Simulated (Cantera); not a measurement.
**Premixed flame**

A freely propagating, adiabatic, planar premixed flame of CH4 : C2H6 : O2 : N2 = 1 : 0.031 : 1.92 : 7.21 (molar parts), equivalence ratio 1.1, unburnt at 700 K and 91000 Pa; mixture-averaged transport, grid criteria slope 0.08 and curve 0.16, no radiation.

Detailed kinetics in Cantera: GRI-Mech 3.0 (53 species, 325 reactions). Burning velocities carry a grid error of a few per cent, more on coarse grids.

| z (mm) | T (K) | u (m/s) | x CH4 | x C2H6 | x O2 | x NO2 | x C2H | x H2 |
|---|---|---|---|---|---|---|---|---|
| -0.978 | 700 | 1.83 | 0.0983 | 0.00305 | 0.189 | <1e-8 | <1e-8 | 0.00113 |
| -0.652 | 701 | 1.84 | 0.0979 | 0.00304 | 0.188 | <1e-8 | <1e-8 | 0.00349 |
| -0.489 | 707 | 1.86 | 0.0972 | 0.00303 | 0.187 | <1e-8 | <1e-8 | 0.00655 |
| -0.326 | 754 | 1.99 | 0.0932 | 0.00302 | 0.183 | 2.63e-8 | <1e-8 | 0.0129 |
| -0.163 | 1099 | 2.96 | 0.0688 | 0.00302 | 0.153 | 3.95e-8 | <1e-8 | 0.0244 |
| -0.0815 | 1497 | 4.09 | 0.0387 | 0.00172 | 0.112 | 2.38e-8 | 3.25e-8 | 0.0307 |
| 0 | 1877 | 5.19 | 0.0103 | 0.000143 | 0.0632 | <1e-8 | 9.25e-7 | 0.0320 |
| 0.0815 | 2049 | 5.68 | 0.00102 | 1.03e-6 | 0.0326 | <1e-8 | 9.01e-7 | 0.0269 |
| 0.163 | 2093 | 5.79 | 5.21e-5 | <1e-8 | 0.0208 | <1e-8 | 8.25e-8 | 0.0231 |
| 0.326 | 2128 | 5.85 | 1.31e-7 | <1e-8 | 0.0150 | <1e-8 | <1e-8 | 0.0221 |
| 0.652 | 2173 | 5.95 | <1e-8 | <1e-8 | 0.0127 | <1e-8 | <1e-8 | 0.0219 |
| 1.30 | 2231 | 6.09 | <1e-8 | <1e-8 | 0.0108 | <1e-8 | <1e-8 | 0.0206 |
| 2.61 | 2300 | 6.25 | <1e-8 | <1e-8 | 0.00847 | <1e-8 | <1e-8 | 0.0186 |
x: mole fraction of selected species; z is measured from the peak of heat release.

```
Quantity                    Result
------------------------  --------
laminar burning velocity  183 cm/s
thermal thickness         0.326 mm
peak x(C2H)                1.37e-6
peak x(H2)                  0.0325
grid points                    153
```
